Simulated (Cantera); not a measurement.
A perfectly stirred reactor is fed with H2 : O2 = 0.033 : 1 (molar parts), equivalence ratio 0.017, at 1330 Pa; it is held at 1223 K, and followed from long to short residence time.

Computed with Cantera and GRI-Mech 3.0 (53 species, 325 reactions). Radical loss at walls, strong at low pressure, is not modelled.

Question: Predict: x(H2) at τ = 18.0 s; x(O2) at τ = 18.0 s; x(H2O) at τ = 18.0 s; x(H) at τ = 18.0 s; x(OH) at τ = 18.0 s; x(H2) at τ = 0.300 s; x(O2) at τ = 0.300 s; x(H2O) at τ = 0.300 s; x(H) at τ = 0.300 s; x(OH) at τ = 0.300 s.

Answer: 
```json
{
  "x(H2) at τ = 18.0 s": "1.96e-5",
  "x(O2) at τ = 18.0 s": "0.967",
  "x(H2O) at τ = 18.0 s": "0.0322",
  "x(H) at τ = 18.0 s": "1.12e-5",
  "x(OH) at τ = 18.0 s": "0.000382",
  "x(H2) at τ = 0.300 s": "0.000223",
  "x(O2) at τ = 0.300 s": "0.960",
  "x(H2O) at τ = 0.300 s": "0.0311",
  "x(H) at τ = 0.300 s": "0.000524",
  "x(OH) at τ = 0.300 s": "0.00140"
}
```
